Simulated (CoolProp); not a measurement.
Vapour-liquid equilibrium of R227EA (1) + isobutane (2) at 1.04 bar; x and y are mole fractions of (1).

Computed with CoolProp (multi-fluid Helmholtz-energy mixture model, Lemmon 2016 and Bücker 2006; pair parameters Bell 2016).

```
x     bubble temperature (°C)  y at the bubble point  dew temperature at overall composition x (°C)  liquid density (mol/L)
----  -----------------------  ---------------------  ---------------------------------------------  ----------------------
0.05                    -16.3                  0.217                                          -12.2                   10.19
0.2                     -22.1                  0.441                                          -15.8                   10.01
0.35                    -23.3                  0.500                                          -19.7                   9.791
0.5                     -23.6                  0.527                                          -23.3                   9.595
0.65                    -23.4                  0.562                                          -22.2                   9.437
0.8                     -22.4                  0.639                                          -19.4                   9.302
0.95                    -18.4                  0.853                                          -16.6                   9.144
```

y crosses x between x = 0.5 and 0.65: the model has an azeotrope there.

The pair parameters rest on a limited set of measurements; away from them the model extrapolates.
